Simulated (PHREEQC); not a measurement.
Dissolve 0.09 mol/kgw CuCl2, 3.4e-05 mol/kgw HCl and 0.19 mol/kgw FeCl3 at 25 °C. Closed to the air; pH follows from the charge balance.

Computed with PHREEQC (ion-association model, phreeqc.dat).

No solid was allowed to form.

**Question.** What pH, ionic strength, activity of water does the model give?

**Answer.** pH 1.99; ionic strength 0.809 mol/kgw; activity of water 0.986.

**Question.** In which forms is Cl present?

**Answer.** Cl- 71 %, FeCl+2 14 %, FeCl2+ 12 %, CuCl+ 2.8 %, CuCl2 0.5 % of the Cl.

The solution is supersaturated, for example in Hematite (slow to form), Goethite (slow to form), so a real one may precipitate; this is no full list. Ionic strength above about 0.7 mol/kgw puts this run outside the model's range.
